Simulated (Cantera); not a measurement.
## SiH2Cl2 + H2 (silicon epitaxy and polysilicon growth)

Feed: 1 mol SiH2Cl2, 110 mol H2, held at 25.5 Torr.

Method: chemical equilibrium by Gibbs-energy minimisation in Cantera with the NASA 1993 tables (ideal gas, pure condensed phases). Candidate condensed phases: Si; 19 gas species. The tables' values for SiCl3 are old estimates; treat these amounts as uncertain. Equilibrium is a limit: real reactors are often held back by kinetics, nucleation or transport.

From 973 K to 1648 K the condensed part is Si(s). The main Si-bearing gas is SiCl4 at 973 K and SiCl2 at 1648 K. The share of Si in condensed phases is highest at 1273 K (91.5 %) and lowest at 973 K (67.5 %).

```tsv
T (K)	x H2	x HCl	x SiCl4	x SiHCl3	x SiCl2	x H	x SiCl3	x SiH2Cl2	n Si(s)
973	0.989	0.00781	0.00155	0.00110	9.92e-5	5.83e-9	7.32e-5	8.20e-5	0.675
1048	0.986	0.0121	0.000739	0.000617	0.000276	4.16e-8	0.000106	5.85e-5	0.799
1123	0.984	0.0150	0.000206	0.000232	0.000486	2.29e-7	8.98e-5	3.18e-5	0.883
1198	0.983	0.0161	4.12e-5	6.77e-5	0.000618	1.02e-6	5.36e-5	1.46e-5	0.911
1273	0.983	0.0163	8.30e-6	2.00e-5	0.000696	3.83e-6	2.97e-5	6.70e-6	0.915
1348	0.983	0.0163	1.92e-6	6.57e-6	0.000755	1.24e-5	1.70e-5	3.29e-6	0.912
1423	0.983	0.0162	5.11e-7	2.41e-6	0.000805	3.57e-5	1.02e-5	1.73e-6	0.908
1498	0.983	0.0161	1.55e-7	9.73e-7	0.000849	9.24e-5	6.43e-6	9.69e-7	0.904
1573	0.983	0.0161	5.29e-8	4.29e-7	0.000888	0.000219	4.23e-6	5.74e-7	0.899
1648	0.983	0.0160	1.99e-8	2.04e-7	0.000923	0.000479	2.88e-6	3.57e-7	0.893
```
x: gas mole fraction; n: condensed amount in mol.
